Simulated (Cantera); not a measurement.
A Cantera script and its output.

```python
import numpy as np
import cantera as ct

gas = ct.Solution("gri30.yaml")
gas.TP = 300, 67000
flame = ct.CounterflowDiffusionFlame(gas, width=0.02)
flame.fuel_inlet.X, flame.fuel_inlet.T = {'CH4': 1, 'C2H6': 0.18, 'C3H8': 0.46, 'N2': 0.2}, 523
flame.oxidizer_inlet.X, flame.oxidizer_inlet.T = {'O2': 0.19, 'N2': 0.81}, 450
flame.set_refine_criteria(ratio=3, slope=0.12, curve=0.24, prune=0.03)
show = ['OH', 'H', 'NO', 'CO', 'C2H2']

rows = []
print(f"{'mdot':>8s}{'a_max':>10s}{'a_mean':>10s}{'Tmax/K':>9s}" + "".join(f"{s:>11s}" for s in show) + "   (peak mole fractions)")
for i, mdot in enumerate([0.17, 0.24, 0.34, 0.48, 0.69, 0.98, 1.4, 2, 2.8, 4]):  # kg/m2/s on the oxidiser side
    flame.oxidizer_inlet.mdot, flame.fuel_inlet.mdot = mdot, 1 * mdot
    flame.solve(loglevel=0, auto=(i == 0))
    if flame.T.max() < max(523, 450) + 100:
        print(f"{mdot:8.3g}  no burning solution found from the previous one")
        break
    dT = np.abs(np.gradient(flame.T, flame.grid))
    rows.append([flame.strain_rate("max"), flame.strain_rate("mean"), flame.T.max(),
                 *(flame.X[gas.species_index(s)].max() for s in show), max(dT[0], dT[-1]) / dT.max()])
    print(f"{mdot:8.3g}{rows[-1][0]:10.1f}{rows[-1][1]:10.1f}{rows[-1][2]:9.1f}" + "".join(f"{x:11.3e}" for x in rows[-1][3:-1]))
```

Result:

```
    mdot     a_max    a_mean   Tmax/K         OH          H         NO         CO       C2H2   (peak mole fractions)
    0.17     186.8      37.9   1949.3  5.983e-03  4.451e-03  1.742e-04  4.849e-02  2.187e-02
    0.24     254.9      53.6   1930.5  5.876e-03  4.648e-03  1.535e-04  4.861e-02  2.037e-02
    0.34     349.0      75.9   1909.5  5.690e-03  4.815e-03  1.302e-04  4.894e-02  1.871e-02
    0.48     477.9     107.1   1888.0  5.466e-03  4.933e-03  1.061e-04  4.964e-02  1.696e-02
    0.69     665.2     154.0   1861.4  5.127e-03  4.947e-03  7.941e-05  5.076e-02  1.480e-02
    0.98     915.8     218.7   1825.7  4.610e-03  4.739e-03  5.195e-05  5.227e-02  1.207e-02
     1.4    1259.4     312.4   1765.2  3.692e-03  4.031e-03  2.354e-05  5.430e-02  8.131e-03
       2  no burning solution found from the previous one
```

Detailed kinetics in Cantera: GRI-Mech 3.0 (53 species, 325 reactions). GRI-Mech 3.0 was tuned for natural gas; its chemistry of propane as a main component is partial and can be far from experiment. GRI-Mech 3.0 has no aromatics or soot, which form on the fuel side of real flames. The maximum strain rate includes the flame's own expansion and is several times the mean. A flux with no burning solution from the previous one only brackets extinction.
